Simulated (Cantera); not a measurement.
A closed system holds: 1 mol MgO, 5.8 mol CH4, 0.1 mol H2, at 2400 K and 0.825 Torr.

Method: chemical equilibrium by Gibbs-energy minimisation in Cantera with the NASA 1993 tables (ideal gas, pure condensed phases). Candidate condensed phases: C, C6H6, C7H8, C8H18, H2O, Mg, MgCO3, MgO, Mg(OH)2; 116 gas species. The tables' values for MgH are old estimates; treat these amounts as uncertain. Rates play no part.

Base state: H2 0.527, H 0.348, CO 0.0603, Mg 0.0602, C2H2 (acetylene) 0.00368, C2H 0.000140, C3 8.92e-5, C 3.61e-5 (mole fractions); condensed: C(graphite).

Q: What changes in the equilibrium state with this change: pressure from 0.825 Torr to 4.35 Torr?

A: 
```json
[
 {"species": "H2", "before": "0.527", "after": "0.688"},
 {"species": "H", "before": "0.348", "after": "0.173"},
 {"species": "CO", "before": "0.0603", "after": "0.0667"},
 {"species": "Mg", "before": "0.0602", "after": "0.0666"},
 {"species": "C3", "before": "8.92e-5", "after": "1.69e-5"},
 {"species": "C", "before": "3.61e-5", "after": "6.85e-6"},
 {"species": "C(graphite), mol", "before": "4.67", "after": "4.65"}
]
```
